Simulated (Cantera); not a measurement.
## Thermodynamics of silicon oxide and oxynitride deposition, feed Si2H6 + H2O + N2

A closed system holds: 1 mol Si2H6, 14 mol H2O, 120 mol N2, at 0.0500 bar.

Cantera equilibrium calculation (NASA polynomials, part measured and part estimated; ideal gas, pure solids and liquids). Candidate condensed phases: H2O, Si, SiO2, Si2N2O, Si3N4; 35 gas species. The feed counts by its element totals alone. The tables hold silica as quartz up to 1696 K and as liquid above; real silica turns to tridymite and cristobalite and melts near 1996 K. Equilibrium is a limit: real reactors are often held back by kinetics, nucleation or transport.

```json
[
 {"T (K)": "673", "log p N2": "-1.36", "log p H2O": "-2.44", "log p H2": "-2.59", "log p NH3": "-6.44", "log p H": "<-13", "log p OH": "<-13", "n SiO2(α-quartz)": "2.00", "n SiO2(β-quartz)": "0"},
 {"T (K)": "723", "log p N2": "-1.36", "log p H2O": "-2.44", "log p H2": "-2.59", "log p NH3": "-6.72", "log p H": "<-13", "log p OH": "<-13", "n SiO2(α-quartz)": "2.00", "n SiO2(β-quartz)": "0"},
 {"T (K)": "773", "log p N2": "-1.36", "log p H2O": "-2.44", "log p H2": "-2.59", "log p NH3": "-6.97", "log p H": "<-13", "log p OH": "<-13", "n SiO2(α-quartz)": "2.00", "n SiO2(β-quartz)": "0"},
 {"T (K)": "823", "log p N2": "-1.36", "log p H2O": "-2.44", "log p H2": "-2.59", "log p NH3": "-7.19", "log p H": "-12.43", "log p OH": "<-13", "n SiO2(α-quartz)": "2.00", "n SiO2(β-quartz)": "0"},
 {"T (K)": "873", "log p N2": "-1.36", "log p H2O": "-2.44", "log p H2": "-2.59", "log p NH3": "-7.39", "log p H": "-11.63", "log p OH": "<-13", "n SiO2(α-quartz)": "0", "n SiO2(β-quartz)": "2.00"},
 {"T (K)": "923", "log p N2": "-1.36", "log p H2O": "-2.44", "log p H2": "-2.59", "log p NH3": "-7.56", "log p H": "-10.91", "log p OH": "<-13", "n SiO2(α-quartz)": "0", "n SiO2(β-quartz)": "2.00"},
 {"T (K)": "973", "log p N2": "-1.36", "log p H2O": "-2.44", "log p H2": "-2.59", "log p NH3": "-7.72", "log p H": "-10.26", "log p OH": "-12.86", "n SiO2(α-quartz)": "0", "n SiO2(β-quartz)": "2.00"},
 {"T (K)": "1023", "log p N2": "-1.36", "log p H2O": "-2.44", "log p H2": "-2.59", "log p NH3": "-7.87", "log p H": "-9.68", "log p OH": "-12.10", "n SiO2(α-quartz)": "0", "n SiO2(β-quartz)": "2.00"},
 {"T (K)": "1073", "log p N2": "-1.36", "log p H2O": "-2.44", "log p H2": "-2.59", "log p NH3": "-8.00", "log p H": "-9.15", "log p OH": "-11.42", "n SiO2(α-quartz)": "0", "n SiO2(β-quartz)": "2.00"},
 {"T (K)": "1123", "log p N2": "-1.36", "log p H2O": "-2.44", "log p H2": "-2.59", "log p NH3": "-8.12", "log p H": "-8.67", "log p OH": "-10.80", "n SiO2(α-quartz)": "0", "n SiO2(β-quartz)": "2.00"},
 {"T (K)": "1173", "log p N2": "-1.36", "log p H2O": "-2.44", "log p H2": "-2.59", "log p NH3": "-8.23", "log p H": "-8.22", "log p OH": "-10.23", "n SiO2(α-quartz)": "0", "n SiO2(β-quartz)": "2.00"},
 {"T (K)": "1223", "log p N2": "-1.36", "log p H2O": "-2.44", "log p H2": "-2.59", "log p NH3": "-8.33", "log p H": "-7.82", "log p OH": "-9.71", "n SiO2(α-quartz)": "0", "n SiO2(β-quartz)": "2.00"},
 {"T (K)": "1273", "log p N2": "-1.36", "log p H2O": "-2.44", "log p H2": "-2.59", "log p NH3": "-8.43", "log p H": "-7.44", "log p OH": "-9.23", "n SiO2(α-quartz)": "0", "n SiO2(β-quartz)": "2.00"},
 {"T (K)": "1323", "log p N2": "-1.36", "log p H2O": "-2.44", "log p H2": "-2.59", "log p NH3": "-8.51", "log p H": "-7.10", "log p OH": "-8.78", "n SiO2(α-quartz)": "0", "n SiO2(β-quartz)": "2.00"}
]
```
log p: log10 of the partial pressure in bar; n: condensed amount in mol.

From 673 K to 823 K the condensed part is SiO2(α-quartz). From 873 K to 1323 K the condensed part is SiO2(β-quartz).
